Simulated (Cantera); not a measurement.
An adiabatic, constant-pressure homogeneous reactor starts with 5.56 % C3H8, 19.9 % O2, 74.6 % N2, at 1800 K and 1.01 bar.

Model: GRI-Mech 3.0 (53 species, 325 reactions), integrated in Cantera. GRI-Mech 3.0 was tuned for natural gas; its chemistry of propane as a main component is partial and can be far from experiment.

Problem. Predict: time of steepest temperature rise; temperature at 0.400 s; equilibrium temperature; x(O2) at 0.400 s; x(N2O) at 0.400 s; x(NO) at 0.400 s; x(H) at 0.400 s.

Solution. 
| Item | Value |
|---|---|
| time of steepest temperature rise | 14.1 µs |
| temperature at 0.400 s | 2888 K |
| equilibrium temperature | 2888 K |
| x(O2) at 0.400 s | 0.00547 (gas-phase equilibrium 0.00547) |
| x(N2O) at 0.400 s | 3.04e-7 (gas-phase equilibrium 3.04e-7) |
| x(NO) at 0.400 s | 0.00601 (gas-phase equilibrium 0.00601) |
| x(H) at 0.400 s | 0.0245 (gas-phase equilibrium 0.0245) |
